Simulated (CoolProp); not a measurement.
Vapour-liquid equilibrium of CH3F (R41) (1) + chloromethane (R40) (2) at -0.85 °C; x and y are mole fractions of (1).

Computed with CoolProp (multi-fluid Helmholtz-energy mixture model, Lemmon 2006 and Thol 2014; pair parameters Bell 2016).

| x | bubble pressure (MPa) | y at the bubble point | dew pressure at overall composition x (MPa) | liquid density (mol/L) |
|---|---|---|---|---|
| 0.05 | 0.3391 | 0.278 | 0.2638 | 19.17 |
| 0.15 | 0.5151 | 0.555 | 0.2923 | 19.39 |
| 0.25 | 0.6900 | 0.692 | 0.3276 | 19.60 |
| 0.35 | 0.8619 | 0.775 | 0.3723 | 19.78 |
| 0.45 | 1.030 | 0.831 | 0.4307 | 19.95 |
| 0.55 | 1.196 | 0.872 | 0.5104 | 20.08 |
| 0.65 | 1.360 | 0.905 | 0.6251 | 20.17 |
| 0.75 | 1.527 | 0.934 | 0.8024 | 20.22 |
| 0.85 | 1.702 | 0.960 | 1.103 | 20.20 |
| 0.95 | 1.891 | 0.986 | 1.633 | 20.11 |

No azeotrope shows between x = 0.05 and 0.95.

Pair parameters are fitted to limited data, so mixtures are less certain than the pure fluids. The gap from Raoult's law changes sign with composition, which may be real or a fault of the pair parameters; it wasn't checked against measurements.
